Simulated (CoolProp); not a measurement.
Vapour-liquid equilibrium of ethylbenzene (1) + o-xylene (2) at 308.2 K; x and y are mole fractions of (1).

Model: multi-fluid Helmholtz-energy mixture model, Zhou 2012 and Zhou 2012; pair parameters Bell 2016, in CoolProp.

```json
[
 {"x": "0.05", "bubble pressure, mixture model (MPa)": "0.001615", "bubble pressure, Raoult's law (MPa)": "0.001614", "y, mixture model": "0.070", "y, Raoult's law": "0.069"},
 {"x": "0.2", "bubble pressure, mixture model (MPa)": "0.001720", "bubble pressure, Raoult's law (MPa)": "0.001710", "y, mixture model": "0.265", "y, Raoult's law": "0.260"},
 {"x": "0.35", "bubble pressure, mixture model (MPa)": "0.001827", "bubble pressure, Raoult's law (MPa)": "0.001807", "y, mixture model": "0.438", "y, Raoult's law": "0.431"},
 {"x": "0.5", "bubble pressure, mixture model (MPa)": "0.001931", "bubble pressure, Raoult's law (MPa)": "0.001903", "y, mixture model": "0.589", "y, Raoult's law": "0.584"},
 {"x": "0.65", "bubble pressure, mixture model (MPa)": "0.002029", "bubble pressure, Raoult's law (MPa)": "0.001999", "y, mixture model": "0.723", "y, Raoult's law": "0.723"},
 {"x": "0.8", "bubble pressure, mixture model (MPa)": "0.002118", "bubble pressure, Raoult's law (MPa)": "0.002095", "y, mixture model": "0.845", "y, Raoult's law": "0.849"},
 {"x": "0.95", "bubble pressure, mixture model (MPa)": "0.002199", "bubble pressure, Raoult's law (MPa)": "0.002191", "y, mixture model": "0.961", "y, Raoult's law": "0.964"}
]
```

The largest gap from Raoult's law is +1.5 % in bubble pressure, at x = 0.65. No azeotrope shows between x = 0.05 and 0.95.

The pair parameters rest on a limited set of measurements; away from them the model extrapolates.
